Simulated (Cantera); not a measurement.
A closed system holds: 1 mol CH2F2, 0.17 mol F2, 0.31 mol H2, 0.12 mol HCl, held at 1.00 bar.

Cantera equilibrium calculation (NASA polynomials, part measured and part estimated; ideal gas, pure solids and liquids). Candidate condensed phases: C, C6H6, C7H8, C8H18; 118 gas species. Rates play no part.

Task: At 1748 K, list the 4 most abundant gas species with their mole fractions, and the condensed phases.

Result: HF 0.900, H2 0.0538, HCl 0.0461, H 5.30e-5. Condensed: C(graphite).
